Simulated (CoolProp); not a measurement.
Saturation properties of n-nonane.

The numbers come from the reference Helmholtz-energy equation of state, Lemmon 2006 in CoolProp. It is a short technical equation, of lower accuracy than the large ones.

| T (°C) | p (MPa) | liquid cp (kJ/(kg K)) | surface tension (mN/m) | liquid viscosity (µPa s) | liquid conductivity (mW/(m K)) |
|---|---|---|---|---|---|
| 106.85 | 0.02683 | 2.538 | 14.9 | 292 | 106 |
| 124.55 | 0.04786 | 2.616 | 13.4 | 254 | 103 |
| 142.15 | 0.08020 | 2.694 | 11.9 | 223 | 99.3 |
| 159.85 | 0.1281 | 2.775 | 10.4 | 195 | 95.9 |
| 177.45 | 0.1954 | 2.857 | 9.00 | 172 | 92.6 |
| 195.15 | 0.2879 | 2.944 | 7.62 | 151 | 89.5 |
| 212.75 | 0.4098 | 3.036 | 6.31 | 132 | 86.3 |
| 230.35 | 0.5677 | 3.137 | 5.05 | 115 | 83.2 |
| 248.05 | 0.7693 | 3.256 | 3.84 | 99.4 | 80.0 |
| 265.65 | 1.020 | 3.409 | 2.72 | 84.7 | 76.7 |

It boils at 150.8 °C under 1 atm.

Viscosity comes from a separate model (Huber 2004). Thermal conductivity comes from a separate model (Huber 2005). Surface tension comes from a separate correlation (Mulero 2012).
